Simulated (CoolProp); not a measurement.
A simple Rankine cycle with water: condensing at 304.15 K, boiler at 0.92 MPa, turbine inlet 599.4 K, turbine efficiency 0.6, pump efficiency 0.8, no recuperator. Each further row changes one setting.

Model: reference Helmholtz-energy equation of state, Wagner 2002, in CoolProp.

```tsv
case	thermal efficiency (%)	net work (kJ/kg)	heat in (kJ/kg)	turbine exit temperature (K)	volume ratio over the turbine
as stated	[?]	544	2980	307.9	107
turbine inlet 619.4 K	18.4	556	3020	323.5	[?]
condensing temperature 296.15 K	19.1	577	3010	296.2	[?]
boiler pressure 0.644 MPa	17.3	516	2980	325.8	78.8
turbine efficiency 0.5	15.2	453	2980	355.9	124
```

Question: Fill in the missing entries.

Answer: 
- as stated, thermal efficiency (%): 18.3
- turbine inlet 619.4 K, volume ratio over the turbine: 109
- condensing temperature 296.15 K, volume ratio over the turbine: 164

The expansion ends wet for: condensing temperature 296.15 K.
